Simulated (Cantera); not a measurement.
Gas mixture: 100 % N2O, at 100.0 Torr, frozen composition.

Cantera's kinetic-theory transport with the Lennard-Jones parameters of GRI-Mech 3.0, ideal gas; thermal conductivity in the multicomponent form.

One state of this run: ρ (kg/m³) = 0.0784; cp (J/kg/K) = 1227; μ (µPa s) = 37.1; λ (mW/m/K) = 61.4; Pr = 0.741; D (cm²/s) NO = 8.00; D (cm²/s) H2O = 10.3; D (cm²/s) CO2 = 6.30. D: mixture-averaged diffusion coefficient of that species in the mixture.

Problem. Which value of T (K) does it belong to?
A. 400
B. 1000
C. 800
D. 900

Solution. D, 900
